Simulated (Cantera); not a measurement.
An isothermal, constant-pressure homogeneous reactor starts with 5.57 % H₂, 94.4 % O₂, equivalence ratio 0.029, at 1350 K and 15.0 Torr.

Model: GRI-Mech 3.0 (53 species, 325 reactions), integrated in Cantera. Radical loss at walls, strong at low pressure, is not modelled. The temperature is held fixed by assumption; the heat of reaction is taken as removed at once.

One state of this run: x H₂ = 0.000923; x O₂ = 0.904; x HO₂ = 3.51e-6; x H = 0.00615; x H₂O = 0.0492; x H₂O₂ = 1.03e-7; x OH = 0.00544. x: mole fraction; the columns are a selection and need not sum to one.

Which value of t (s) does it belong to?
A) 0.00492
B) 24.2
C) 100
D) 0.0837

A, 0.00492
